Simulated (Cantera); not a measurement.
A closed system holds: 1 mol SiC, 0.15 mol N2O, 830 mol H2, at 1823 K and 13.3 mbar.

Method: chemical equilibrium by Gibbs-energy minimisation in Cantera with the NASA 1993 tables (ideal gas, pure condensed phases). Candidate condensed phases: C, C6H6, C7H8, C8H18, H2O, Si, SiC, SiO2, Si2N2O, Si3N4; 151 gas species. Rates play no part.

Base state: H2 0.996, H 0.00374, N2 0.000175, CO 0.000127, Si 7.43e-5, SiO 5.31e-5, HCN 1.08e-5 (mole fractions); condensed: SiC(s).

What changes in the equilibrium state with this change: pressure from 13.3 mbar to 2.10 Pa?


```tsv
species	before	after
H2	0.996	0.908
H	0.00374	0.0901
Si	7.43e-5	0.00112
SiC2	1.76e-8	1.86e-5
SiO	5.31e-5	2.03e-7
C2H2 (acetylene)	2.99e-6	0.000192
SiC(s), mol	0.878	0
C(graphite), mol	0	0.412
```

What changes in the equilibrium state with this change: H2 from 830 to 2.5 mol?


```json
[
 {"species": "H2", "before": "0.996", "after": "0.889"},
 {"species": "N2", "before": "0.000175", "after": "0.0534"},
 {"species": "CO", "before": "0.000127", "after": "0.0267"},
 {"species": "SiO", "before": "5.31e-5", "after": "0.0267"},
 {"species": "HCN", "before": "1.08e-5", "after": "0.000115"},
 {"species": "Si", "before": "7.43e-5", "after": "0.000115"},
 {"species": "SiH", "before": "9.15e-6", "after": "1.34e-5"},
 {"species": "SiH2", "before": "7.84e-6", "after": "1.08e-5"},
 {"species": "H", "before": "0.00374", "after": "0.00354"},
 {"species": "SiC(s), mol", "before": "0.878", "after": "0.925"}
]
```
Gases not in the tables: Si2H6 and higher silanes.

What changes in the equilibrium state with this change: temperature from 1823 K to 1448 K?


```
species        before     after
-----------  --------  --------
H2              0.996     1.000
N2           0.000175  0.000180
SiO           5.31e-5   9.13e-5
H             0.00374   7.98e-5
Si            7.43e-5   3.31e-8
HCN           1.08e-5   3.80e-7
CO           0.000127   8.93e-5
SiC(s), mol     0.878     0.924
```
